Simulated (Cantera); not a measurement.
Input: 1 mol CH3SiCl3, 0.19 mol C2H2, 25 mol H2, 0.061 mol HCl, held at 1150 K and 0.400 bar.

Equilibrium computed with Cantera from the NASA thermochemical tables; the gas is ideal and each condensed phase is pure. Candidate condensed phases: C, C6H6, C7H8, C8H18, Si, SiC; 109 gas species. The feed counts by its element totals alone. The tables' values for SiCl3 are old estimates; treat these amounts as uncertain. Equilibrium is a limit: real reactors are often held back by kinetics, nucleation or transport.

Base state: H2 0.893, HCl 0.0958, CH4 0.00747, SiCl4 0.00294, SiHCl3 0.000556, SiCl3 8.63e-5, SiCl2 2.77e-5, SiH2Cl2 1.32e-5 (mole fractions); condensed: C(graphite) + SiC(s).

Question: What changes in the equilibrium state with this change: pressure from 0.400 bar to 1.10 mbar?

Answer: 
| species | before | after |
|---|---|---|
| H2 | 0.893 | 0.892 |
| HCl | 0.0958 | 0.108 |
| SiCl2 | 2.77e-5 | 3.54e-5 |
| CH4 | 0.00747 | 2.05e-5 |
| SiCl4 | 0.00294 | 1.32e-5 |
| SiH2Cl2 | 1.32e-5 | 4.64e-8 |
| SiHCl3 | 0.000556 | 2.21e-6 |
| SiCl3 | 8.63e-5 | 6.54e-6 |
| C(graphite), mol | 0.272 | 0.381 |
| SiC(s), mol | 0.899 | 0.998 |
